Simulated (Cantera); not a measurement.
A closed system holds: 1 mol TEOS, 6.1 mol O2, at 975 °C and 51.0 Pa.

Cantera equilibrium calculation (NASA polynomials, part measured and part estimated; ideal gas, pure solids and liquids). The feed counts by its element totals alone. The tables hold silica as quartz up to 1696 K and as liquid above; real silica turns to tridymite and cristobalite and melts near 1996 K. Equilibrium is a limit: real reactors are often held back by kinetics, nucleation or transport.

```tsv
species	before	after
CO	0.316	0.353
H2	0.340	0.299
H2O	0.216	0.254
CO2	0.129	0.0903
SiO	<1e-9	0.000363
OH	7.82e-8	0.000115
H	1.21e-5	0.00281
SiO2(β-quartz), mol	1.00	0.993
```
Gas species are given as mole fractions.

Question: What was changed between the two runs?
A. temperature from 975 °C to 1402 °C
B. temperature from 975 °C to 327 °C
C. temperature from 975 °C to 1250 °C
D. O2 from 6.1 to 22 mol

Answer: A, temperature from 975 °C to 1402 °C
